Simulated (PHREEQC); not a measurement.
TMAH is added in steps, without added water, to 1 kg of water holding 1.8 mmol/kgw HCl, 0.28 mmol/kgw AlCl3 and 9.8 mmol/kgw CuCl2, at 20 °C. Oxygen is held at 0.21 atm. No CO2 enters from the air. Precipitation was switched off in this run.

Base run: PHREEQC, ion-association model, wateq4f.dat. Each further column changes one thing. The table gives pH.

| TMAH added (mol) | base | temperature from 20 to 85 °C | temperature from 20 to 60 °C | 0.0096 mol/kgw Ca(OH)2 added | solids may form |
|---|---|---|---|---|---|
| 0 | 2.80 | 2.80 | 2.81 | 7.78 | 2.80 |
| 0.00225 | 5.40 | 4.16 | ___ | 8.14 | 4.64 |
| 0.0045 | 6.02 | ___ | 5.31 | 11.08 | 4.68 |
| 0.009 | 6.52 | 5.56 | ___ | 11.75 | 4.82 |
| 0.01125 | 6.79 | 6.02 | 6.33 | 11.90 | 4.92 |
| 0.0135 | 7.08 | 7.80 | 7.45 | 12.00 | 5.07 |
| 0.01575 | 7.37 | 8.43 | 8.04 | 12.08 | 5.31 |
| 0.02025 | 7.90 | 9.02 | 8.66 | 12.21 | 8.33 |
| 0.0225 | 9.00 | 9.36 | 9.27 | 12.26 | 8.41 |
| 0.02475 | 11.41 | 9.81 | 10.31 | 12.31 | 11.45 |
| 0.027 | 11.70 | 10.09 | 10.61 | 12.35 | 11.75 |
| 0.0315 | 11.99 | 10.39 | 10.90 | ___ | 12.05 |
| 0.03375 | 12.09 | 10.48 | ___ | 12.45 | 12.14 |
| 0.036 | 12.16 | 10.56 | 11.07 | ___ | 12.22 |

Task: What belongs in the gaps?

Result: 
- 0.00225, temperature from 20 to 60 °C: 4.53
- 0.0045, temperature from 20 to 85 °C: 4.97
- 0.009, temperature from 20 to 60 °C: 5.88
- 0.0315, 0.0096 mol/kgw Ca(OH)2 added: 12.42
- 0.03375, temperature from 20 to 60 °C: 11.00
- 0.036, 0.0096 mol/kgw Ca(OH)2 added: 12.48

In at least one series the solution becomes supersaturated in solids that the run did not let form, among them Al(OH)3(a), Cu(OH)2, Atacamite. (CH3)4N+ isn't in the database: it is added as a free cation with an ion size of 4 Å. The database's constant for dissolved Cu(OH)2 is higher than later reviews accept. Constants without temperature data keep their 25 °C values here. Solids allowed in the column 'solids may form': Al(OH)3(a), Cu(OH)2, Atacamite.
